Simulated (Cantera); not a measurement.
Thermodynamics of silicon nitride deposition, feed SiHCl₃ + NH₃ + N₂

A closed system holds: 1 mol SiHCl₃, 0.16 mol NH₃, 8.4 mol N₂, equilibrated at 0.120 bar.

Cantera equilibrium calculation (NASA polynomials, part measured and part estimated; ideal gas, pure solids and liquids). Candidate condensed phases: NH₄Cl, Si, Si₃N₄; 28 gas species. The tables' values for SiCl₃ are old estimates; treat these amounts as uncertain. The numbers say what is thermodynamically allowed, not how fast it happens.

```
T (°C)  log p N₂  log p HCl  log p SiCl₄  log p H₂  log p SiCl₃  n Si₃N₄(s)
------  --------  ---------  -----------  --------  -----------  ----------
550        -1.00      -1.93        -2.21     -2.50        -7.40       0.163
650        -1.01      -1.91        -2.22     -2.56        -6.27       0.168
750        -1.01      -1.89        -2.23     -2.60        -5.35       0.172
850        -1.01      -1.87        -2.24     -2.64        -4.61       0.175
950        -1.01      -1.86        -2.26     -2.68        -3.99       0.177
1050       -1.01      -1.86        -2.28     -2.70        -3.47       0.175
1150       -1.01      -1.86        -2.34     -2.72        -3.07       0.165
```
log p: log10 of the partial pressure in bar; n: condensed amount in mol.

From 550 °C to 1150 °C the condensed part is Si₃N₄(s). The main Si-bearing gas is SiCl₄ throughout. The share of Si in condensed phases is highest at 950 °C (53.0 %) and lowest at 550 °C (48.9 %).
